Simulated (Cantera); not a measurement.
A perfectly stirred reactor is fed with H₂ : O₂ : N₂ = 0.32 : 1 : 4.7 (molar parts), at 0.480 bar; it is held at 923 K, and followed from long to short residence time.

Cantera simulation using GRI-Mech 3.0 (53 species, 325 reactions); the numbers are that mechanism's predictions, not measurements. Below about 950 K walls govern HO2 and H2O2 in real vessels. The temperature is held fixed by assumption; the heat of reaction is taken as removed at once.

### Question
What does this change do: N2 4.7 to 2.7 parts?

### Answer
| quantity | before | after |
|---|---|---|
| x(H₂) at τ = 7.90 s | 0.00301 | 0.00480 |
| x(O₂) at τ = 7.90 s | 0.145 | 0.219 |
| x(H₂O₂) at τ = 7.90 s | 7.13e-5 | 0.000132 |
| x(NO) at τ = 7.90 s | 5.19e-11 | 2.85e-11 |
| x(N₂O) at τ = 7.90 s | 4.92e-8 | 4.33e-8 |
| x(H₂) at τ = 90.0 ms | 0.0161 | 0.0342 |
| x(O₂) at τ = 90.0 ms | 0.150 | 0.231 |
| x(H₂O₂) at τ = 90.0 ms | 9.27e-5 | 0.000315 |
| x(NO) at τ = 90.0 ms | 3.05e-10 | 1.01e-10 |
| x(N₂O) at τ = 90.0 ms | 8.45e-9 | 4.76e-9 |

### Question
What does this change do: O2 1 to 1.3 parts?

### Answer
```json
[
 {"quantity": "x(H₂) at τ = 7.90 s", "before": "0.00301", "after": "0.00280"},
 {"quantity": "x(O₂) at τ = 7.90 s", "before": "0.145", "after": "0.186"},
 {"quantity": "x(H₂O₂) at τ = 7.90 s", "before": "7.13e-5", "after": "7.23e-5"},
 {"quantity": "x(NO) at τ = 7.90 s", "before": "5.19e-11", "after": "4.04e-11"},
 {"quantity": "x(N₂O) at τ = 7.90 s", "before": "4.92e-8", "after": "4.77e-8"},
 {"quantity": "x(H₂) at τ = 90.0 ms", "before": "0.0161", "after": "0.0174"},
 {"quantity": "x(O₂) at τ = 90.0 ms", "before": "0.150", "after": "0.192"},
 {"quantity": "x(H₂O₂) at τ = 90.0 ms", "before": "9.27e-5", "after": "0.000145"},
 {"quantity": "x(NO) at τ = 90.0 ms", "before": "3.05e-10", "after": "1.61e-10"},
 {"quantity": "x(N₂O) at τ = 90.0 ms", "before": "8.45e-9", "after": "6.76e-9"}
]
```

### Question
What does this change do: temperature 923 to 1375 K?

### Answer
```csv
quantity,before,after
x(H₂) at τ = 7.90 s,0.00301,6.58e-6
x(O₂) at τ = 7.90 s,0.145,0.143
x(H₂O₂) at τ = 7.90 s,7.13e-5,2.59e-8
x(NO) at τ = 7.90 s,5.19e-11,1.97e-6
x(N₂O) at τ = 7.90 s,4.92e-8,4.20e-7
x(H₂) at τ = 90.0 ms,0.0161,0.000122
x(O₂) at τ = 90.0 ms,0.150,0.143
x(H₂O₂) at τ = 90.0 ms,9.27e-5,2.15e-7
x(NO) at τ = 90.0 ms,3.05e-10,8.80e-7
x(N₂O) at τ = 90.0 ms,8.45e-9,5.99e-7
```
